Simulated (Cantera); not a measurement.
A closed system holds: 1 mol SiCl4, 0.76 mol NO, 27 mol H2, equilibrated at 0.660 bar.

Method: chemical equilibrium by Gibbs-energy minimisation in Cantera with the NASA 1993 tables (ideal gas, pure condensed phases). Candidate condensed phases: H2O, NH4Cl, Si, SiO2, Si2N2O, Si3N4; 47 gas species. Mutual solubility and eutectic melting of coexisting phases are not modelled. The tables' values for SiCl3, SiCl are old estimates; treat these amounts as uncertain. The tables hold silica as quartz up to 1696 K and as liquid above; real silica turns to tridymite and cristobalite and melts near 1996 K. Rates play no part.

x: gas mole fraction; n: condensed amount in mol.

```tsv
T (K)	x H2	x HCl	x SiO	x N2	x SiCl2	n SiO2(β-quartz)	n Si2N2O(s)	n SiO2(condensed)
973	0.867	0.131	<1e-12	2.11e-7	1.70e-8	0.190	0.380	0
1123	0.867	0.131	5.41e-10	7.09e-7	2.15e-6	0.190	0.380	0
1273	0.866	0.132	2.17e-7	2.37e-6	7.06e-5	0.190	0.380	0
1423	0.865	0.133	1.75e-5	1.56e-5	0.000593	0.190	0.380	0
1573	0.864	0.133	(withheld)	(withheld)	(withheld)	0.187	0.373	0
1723	0.859	0.131	(withheld)	(withheld)	(withheld)	0	(withheld)	(withheld)
1873	0.837	0.116	0.0251	0.0126	0.00766	0	0	0
```

Task: Complete the blanks.

Result: 
- 1723, x SiO: 0.00505
- 1723, x N2: 0.00251
- 1723, x SiCl2: 0.00270
- 1723, n Si2N2O(s): 0.307
- 1723, n SiO2(condensed): 0.151
- 1573, x SiO: 0.000395
- 1573, x N2: 0.000251
- 1573, x SiCl2: 0.00141
